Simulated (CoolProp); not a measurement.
Sulfur hexafluoride at 293.15 K and 1.69 MPa flows at 0.23 m/s in a round tube of 20 mm bore and 15 µm roughness, fully developed (64/Re and Nu = 3.66 if laminar; Colebrook and Gnielinski if turbulent). Each further row changes one setting.

Model: reference Helmholtz-energy equation of state, Guder 2009, in CoolProp.

| case | Reynolds number | Darcy friction factor | pressure drop (Pa/m) | heat-transfer coefficient (W/(m² K)) | mass flow (kg/h) |
|---|---|---|---|---|---|
| as stated | 38800 | 0.0243 | 4.33 | 80.1 | 35.0 |
| velocity 0.46 m/s | 77500 | 0.0219 | 15.6 | 146 | 70.1 |
| diameter 40 mm | 77500 | 0.0206 | 1.83 | 68.6 | 140 |

Viscosity comes from a separate model (Quiñones-Cisneros 2012). Thermal conductivity comes from a separate model (Assael 2012).
